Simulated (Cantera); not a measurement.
Input: 1 mol AlCl3, 2.5 mol HCl, 960 mol H2, at 1575 K and 0.270 Torr.

Equilibrium computed with Cantera from the NASA thermochemical tables; the gas is ideal and each condensed phase is pure. Candidate condensed phases: Al, AlCl3; 12 gas species. Kinetics and transport are ignored.

Base state: H2 0.992, HCl 0.00465, H 0.00218, AlCl 0.00103 (mole fractions); condensed: gas only.

Q: What changes in the equilibrium state with this change: temperature from 1575 K to 1225 K?

A: 
| species | before | after |
|---|---|---|
| H2 | 0.992 | 0.994 |
| HCl | 0.00465 | 0.00446 |
| AlCl | 0.00103 | 0.000909 |
| H | 0.00218 | 1.64e-5 |
| AlCl3 | 6.23e-8 | 7.75e-5 |
| AlCl2 | 3.28e-6 | 5.03e-5 |
The tables' values for AlCl2 are old estimates; treat these amounts as uncertain.
